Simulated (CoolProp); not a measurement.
Octamethyltrisiloxane (MDM) at several states: fugacity coefficient from the reference equation and from simpler models built on Tc = 565.4 K, pc = 1.438 MPa, ω = 0.528; each cubic takes its own stable root.

Computed with CoolProp (reference Helmholtz-energy equation of state, Thol 2017).

| T (K) | p (MPa) | phase | reference | van der Waals | Redlich-Kwong | Peng-Robinson |
|---|---|---|---|---|---|---|
| 362.8 | 4.47 | liquid | 0.004711 | 0.07709 | 0.02099 | 0.004812 |
| 328.8 | 0.05 | liquid | 0.05868 | 0.9641 | 0.4133 | 0.06436 |
| 396.6 | 5.3 | liquid | 0.01353 | 0.1081 | 0.04040 | 0.01335 |
| 271.2 | 0.0233 | liquid | 0.002935 | 0.9745 | 0.07694 | 0.004037 |
| 552.1 | 6.32 | liquid | 0.2175 | 0.3030 | 0.2450 | 0.2137 |

At some of these states van der Waals gives the other phase, because its saturation line lies elsewhere.
